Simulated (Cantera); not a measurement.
Charge: 1 mol CuO, 3.9 mol H2, 42 mol N2.

Cantera equilibrium calculation (NASA polynomials, part measured and part estimated; ideal gas, pure solids and liquids). Candidate condensed phases: Cu, CuO, Cu(OH)2, Cu2O, H2O; 27 gas species. Rates play no part.

Stable condensed phases, one row left out:

```
T in °C \ P in Pa
              10      32     100     320    1000    3200   10000   32000  100000  320000 1000000
   1600        A       A       A       A       A       A       B       B       B       B       B
   1500        A       A       A       A       A       B       B       B       B       B       B
   1400        A       A       A       A       B       B       B       B       B       B       B
   1300        A       A       A       B       B       B       B       B       B       B       B
   1100        B       B       B       B       B       B       B       B       B       B       B
   1000        B       B       B       B       B       B       B       B       B       B       B
    900        B       B       B       B       B       B       B       B       B       B       B
    800        B       B       B       B       B       B       B       B       B       B       B
```

A: gas only; B: Cu.

Question: Give the row for 1200 °C.

Answer: 10: gas only; 32: Cu; 100: Cu; 320: Cu; 1000: Cu; 3200: Cu; 10000: Cu; 32000: Cu; 100000: Cu; 320000: Cu; 1000000: Cu.
